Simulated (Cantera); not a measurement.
Mixture: CH3OH : O2 : N2 = 1 : 1.81 : 6.8 (molar parts), at 2.47 atm, adiabatic and at constant pressure. Ignition delay is the time to a rise of 400 K.

Cantera simulation using GRI-Mech 3.0 (53 species, 325 reactions); the numbers are that mechanism's predictions, not measurements. GRI-Mech 3.0 was tuned for natural gas; its chemistry of methanol as a main component is partial and can be far from experiment.

Problem. What does this change do: CH3OH 1 to 2.1 parts?

Solution. 
| quantity | before | after |
|---|---|---|
| delay at 1273 K | 1.47 ms | 1.23 ms |
| delay at 1473 K | 0.135 ms | 0.106 ms |
| delay at 1673 K | 26.5 µs | 19.6 µs |
| delay at 1873 K | 7.95 µs | 5.77 µs |
| apparent activation energy between 1773 and 1973 K | 150 kJ/mol | 150 kJ/mol |

Problem. What does this change do: pressure from 2.47 atm to 9.87 atm?

Solution. 
```json
[
 {"quantity": "delay at 1273 K", "before": "1.47 ms", "after": "0.492 ms"},
 {"quantity": "delay at 1473 K", "before": "0.135 ms", "after": "42.7 µs"},
 {"quantity": "delay at 1673 K", "before": "26.5 µs", "after": "7.98 µs"},
 {"quantity": "delay at 1873 K", "before": "7.95 µs", "after": "2.31 µs"},
 {"quantity": "apparent activation energy between 1773 and 1973 K", "before": "150 kJ/mol", "after": "160 kJ/mol"}
]
```
